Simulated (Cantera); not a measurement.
Si2Cl6 + N2 + NH3 (silicon nitride deposition)

Feed: 1 mol Si2Cl6, 70 mol N2, 1.3 mol NH3, at 13.3 mbar.

These are equilibrium values from Cantera (NASA tables, ideal gas, pure condensed phases), not measurements of a reactor. Candidate condensed phases: NH4Cl, Si, Si3N4; 28 gas species. The feed counts by its element totals alone. The tables' values for SiCl3, SiCl are old estimates; treat these amounts as uncertain. Rates play no part.

From 798 K to 1598 K the condensed part is Si3N4(s). At 1698 K nothing is condensed. The main Si-bearing gas is SiCl4 at 798 K and SiCl2 at 1698 K. The share of Si in condensed phases is highest at 1198 K (65.3 %) and lowest at 1698 K (0.0 %).

| T (K) | log p N2 | log p HCl | log p SiCl2 | log p H2 | log p SiCl4 | log p SiCl3 | log p Cl | n Si3N4(s) |
|---|---|---|---|---|---|---|---|---|
| 798 | -1.90 | -3.28 | -11.74 | -4.04 | -3.85 | -8.82 | -12.82 | 0.407 |
| 898 | -1.90 | -3.26 | -9.68 | -4.11 | -3.88 | -7.62 | -11.18 | 0.420 |
| 998 | -1.90 | -3.25 | -8.04 | -4.17 | -3.89 | -6.66 | -9.86 | 0.429 |
| 1098 | -1.90 | -3.24 | -6.71 | -4.22 | -3.91 | -5.88 | -8.78 | 0.435 |
| 1198 | -1.90 | -3.23 | -5.61 | -4.26 | -3.93 | -5.24 | -7.88 | 0.435 |
| 1298 | -1.90 | -3.23 | -4.71 | -4.27 | -4.01 | -4.75 | -7.14 | 0.415 |
| 1398 | -1.90 | -3.24 | -4.04 | -4.21 | -4.27 | -4.47 | -6.54 | 0.333 |
| 1498 | -1.90 | -3.29 | -3.67 | -4.03 | -4.92 | -4.55 | -6.14 | 0.193 |
| 1598 | -1.90 | -3.40 | -3.51 | -3.84 | -5.80 | -4.85 | -5.86 | 0.0598 |
| 1698 | -1.90 | -3.47 | -3.46 | -3.77 | -6.51 | -5.14 | -5.53 | 0 |
log p: log10 of the partial pressure in bar; n: condensed amount in mol.
